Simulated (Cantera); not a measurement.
A closed system holds: 1 mol SiH4, 0.21 mol H2O, 0.53 mol H2, equilibrated at 0.000230 bar.

Equilibrium computed with Cantera from the NASA thermochemical tables; the gas is ideal and each condensed phase is pure. Candidate condensed phases: H2O, Si, SiO2; 18 gas species. Gases not in the tables: Si2H6 and higher silanes. The numbers say what is thermodynamically allowed, not how fast it happens.

At 1673 K, list the 6 most abundant gas species with their mole fractions, and the condensed phases.

H2 0.920, SiO 0.0708, H 0.00720, Si 0.00182, SiH 4.47e-5, SiH2 1.01e-5. Condensed: Si(s).
